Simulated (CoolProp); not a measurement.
Properties of chlorine at several states.

Computed with CoolProp (reference Helmholtz-energy equation of state, Thol 2021).

| T (K) | p (bar) | phase | cv (kJ/(kg K)) | speed of sound (m/s) | Joule-Thomson coefficient (K/MPa) | expansivity (1/kK) | fugacity coefficient |
|---|---|---|---|---|---|---|---|
| 267.4 | 60.7 | liquid | 0.4912 | … | -0.3559 | 1.858 | … |
| 316.3 | 4.3 | gas | … | 215.5 | 25.87 | 3.685 | 0.9563 |
| 309.1 | 0.122 | gas | … | 218.7 | … | 3.249 | 0.9987 |

Question: Complete the blanks.

Answer: 
- 267.4, speed of sound (m/s): 972.3
- 267.4, fugacity coefficient: 0.05353
- 316.3, cv (kJ/(kg K)): 0.3823
- 309.1, cv (kJ/(kg K)): 0.3645
- 309.1, Joule-Thomson coefficient (K/MPa): 27.04
